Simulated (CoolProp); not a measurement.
The fluid at 376.56 K and 0.21 MPa expands adiabatically to 0.0213 MPa with isentropic efficiency 0.85. The same conditions are run with several fluids, on thermodynamics alone (safety and materials aside).

Computed with CoolProp (reference Helmholtz-energy equation of state of each fluid (cyclopentane: Gedanitz 2015; isobutene: Lemmon 2005; cyclopropane: Polt 1992; hydrogen sulfide: Lemmon 2006; chloromethane (R40): Thol 2014)). The equations of Platzer and Polt are older, rougher fits.

```tsv
fluid	work (kJ/kg)	final temperature (K)	final density (kg/m³)
cyclopentane	77.2	318.9	0.568
isobutene	97.4	319.6	0.452
cyclopropane	124	292.1	0.370
hydrogen sulfide	136	239.4	0.366
chloromethane (R40)	96.1	258.6	0.503
```
